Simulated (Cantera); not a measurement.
Input (Python, Cantera) and output of one run.

```python
import numpy as np
import cantera as ct

gas_names = """
    CL CL2 H HCL H2 Si SiCL SiCL2 SiCL3 SiCL4 SiH SiHCL3 SiH2 SiH2CL2 SiH3 SiH3CL SiH4 Si2 Si3
""".split()
cond_names = """
    Si(cr) Si(L)
""".split()


# ... load() reads the species with a 1 bar reference pressure and builds the phases ...
atoms = {
    'SiCl4': {'Si': 1, 'CL': 4},
    'HCl': {'H': 1, 'CL': 1},
    'H2': {'H': 2},
}
top_T = {}  # K; cautious upper limits of use, not melting points


# ... equilibrate(T, P, feed) seeds the gas with the atoms and calls Mixture.equilibrate('TP', solver="vcs", rtol=1e-11, max_steps=5000) ...
results = []
feed = {'SiCl4': 1, 'HCl': 0.52, 'H2': 0.46}  # mol
P = 10000  # Pa
for T in [800, 825, 850, 875, 900, 925, 950, 975, 1000, 1025, 1050, 1075, 1100]:
    mix = equilibrate(T, P, feed)
    results.append((T, P, feed, dict(zip(mix.species_names, mix.species_moles))))

top = {s: max(r[3][s] / sum(r[3][g] for g in gas_names) for r in results) for s in gas_names}
cols = sorted((s for s in top if top[s] > 1e-06), key=lambda s: -top[s])[:7]
seen = [c for c in cond_names if any(r[3].get(c, 0) > 1e-12 for r in results)]
print("log10 of partial pressures in bar; condensed amounts in mol")
print(f"{'T/K':>10s}" + "".join(f"{s[:9]:>10s}" for s in cols + seen))
for T, P, feed, n in results:
    ng = sum(n[g] for g in gas_names)
    print(f"{T:10.4g}" + "".join(f"{np.log10(max(n[s] / ng * P / 1e5, 1e-99)):10.3f}" for s in cols)
          + "".join(f"{n.get(c, 0):10.4g}" for c in seen))
```

Result:

```
log10 of partial pressures in bar; condensed amounts in mol
       T/K     SiCL4       HCL        H2    SiHCL3     SiCL3     SiCL2   SiH2CL2
       800    -1.297    -1.580    -1.635    -4.396    -6.738   -10.133    -8.587
       825    -1.297    -1.580    -1.635    -4.260    -6.390    -9.537    -8.297
       850    -1.297    -1.579    -1.635    -4.133    -6.063    -8.977    -8.025
       875    -1.298    -1.579    -1.636    -4.014    -5.755    -8.450    -7.770
       900    -1.298    -1.579    -1.636    -3.902    -5.465    -7.954    -7.529
       925    -1.298    -1.578    -1.637    -3.797    -5.191    -7.486    -7.303
       950    -1.299    -1.577    -1.638    -3.698    -4.933    -7.043    -7.091
       975    -1.299    -1.576    -1.639    -3.604    -4.688    -6.625    -6.890
      1000    -1.300    -1.575    -1.640    -3.517    -4.456    -6.228    -6.701
      1025    -1.300    -1.574    -1.642    -3.434    -4.237    -5.853    -6.522
      1050    -1.302    -1.572    -1.643    -3.357    -4.029    -5.498    -6.355
      1075    -1.303    -1.570    -1.646    -3.284    -3.832    -5.161    -6.198
      1100    -1.305    -1.567    -1.648    -3.217    -3.646    -4.843    -6.051
```

Method: chemical equilibrium by Gibbs-energy minimisation in Cantera with the NASA 1993 tables (ideal gas, pure condensed phases). The tables' values for SiCl3 are old estimates; treat these amounts as uncertain.
